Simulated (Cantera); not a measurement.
Input: 1 mol Cu2O, 3 mol CH4, 0.11 mol H2, held at 1 atm.

Equilibrium computed with Cantera from the NASA thermochemical tables; the gas is ideal and each condensed phase is pure. Candidate condensed phases: C, C6H6, C7H8, C8H18, Cu, CuO, Cu(OH)2, Cu2O, H2O; 113 gas species. Equilibrium is a limit: real reactors are often held back by kinetics, nucleation or transport. All values below are at 2348 K.

Base state: H2 0.788, CO 0.131, Cu 0.0658, H 0.0109, C2H2 (acetylene) 0.00430, Cu2 0.000729, CH4 0.000123, CH3 3.16e-5 (mole fractions); condensed: C(graphite) + Cu(l).

Problem. What changes in the equilibrium state with this change: CH4 from 3 to 0.64 mol?

Solution. 
```
species             before     after
----------------  --------  --------
H2                   0.788     0.482
CO                   0.131     0.278
H2O                3.79e-6     0.149
CO2                1.09e-7    0.0150
H                   0.0109   0.00852
Cu                  0.0658    0.0658
C2H2 (acetylene)   0.00430     <1e-9
CH4               0.000123   1.52e-9
OH                 9.00e-9  0.000453
C(graphite), mol      1.93         0
Cu(l), mol            1.49      1.85
```
